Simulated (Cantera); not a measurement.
What does this Cantera script print?

```python
import numpy as np
import cantera as ct

gas_names = """
    B BF BF2 BF3 BH BHF2 BH2 BH3 BO BOF BOF2 BO2 B2 B2O B2O2 B2O3 B3O3F3 B3O3H3 F FO FO2 F2 F2O H HBO
    HBO2 HF HOF HO2 H2 H2F2 H2O H2O2 H3B3O6 H3F3 H4F4 H5F5 H6F6 H7F7 O OH O2 O3
""".split()
cond_names = """
    B(b) B(L) B2O3(L) B3O3H3(cr) H2O(s) H2O(L)
""".split()


# ... load() reads the species with a 1 bar reference pressure and builds the phases ...
atoms = {
    'BF3': {'B': 1, 'F': 3},
    'H2O': {'H': 2, 'O': 1},
}
top_T = {}  # K; cautious upper limits of use, not melting points


# ... equilibrate(T, P, feed) seeds the gas with the atoms and calls Mixture.equilibrate('TP', solver="vcs", rtol=1e-11, max_steps=5000) ...
results = []
T = 1473.15  # K
P = 1000  # Pa
for m in [0.086, 0.1, 0.13, 0.15, 0.18, 0.22, 0.27, 0.32, 0.39, 0.47, 0.57]:
    feed = {'BF3': 1, 'H2O': m}  # mol
    mix = equilibrate(T, P, feed)
    results.append((T, P, feed, dict(zip(mix.species_names, mix.species_moles))))

top = {s: max(r[3][s] / sum(r[3][g] for g in gas_names) for r in results) for s in gas_names}
cols = sorted((s for s in top if top[s] > 0.001), key=lambda s: -top[s])[:9]
seen = [c for c in cond_names if any(r[3].get(c, 0) > 1e-12 for r in results)]
print("log10 of partial pressures in bar; condensed amounts in mol")
print(f"{'n(H2O)':>10s}" + "".join(f"{s[:9]:>10s}" for s in cols + seen))
for T, P, feed, n in results:
    ng = sum(n[g] for g in gas_names)
    print(f"{feed['H2O']:10.4g}" + "".join(f"{np.log10(max(n[s] / ng * P / 1e5, 1e-99)):10.3f}" for s in cols)
          + "".join(f"{n.get(c, 0):10.4g}" for c in seen))
```

Result:

```
log10 of partial pressures in bar; condensed amounts in mol
    n(H2O)       BF3        HF       BOF       H2O      HBO2
     0.086    -2.108    -2.835    -3.137    -5.594    -6.368
       0.1    -2.124    -2.780    -3.082    -5.413    -6.187
      0.13    -2.160    -2.689    -2.991    -5.104    -5.879
      0.15    -2.183    -2.641    -2.944    -4.938    -5.713
      0.18    -2.217    -2.583    -2.887    -4.731    -5.507
      0.22    -2.262    -2.523    -2.828    -4.507    -5.284
      0.27    -2.316    -2.466    -2.773    -4.285    -5.064
      0.32    -2.369    -2.424    -2.732    -4.105    -4.886
      0.39    -2.440    -2.379    -2.690    -3.902    -4.685
      0.47    -2.520    -2.343    -2.657    -3.717    -4.503
      0.57    -2.616    -2.311    -2.630    -3.532    -4.323
```

Cantera equilibrium calculation (NASA polynomials, part measured and part estimated; ideal gas, pure solids and liquids). Gases not in the tables: H3BO3.
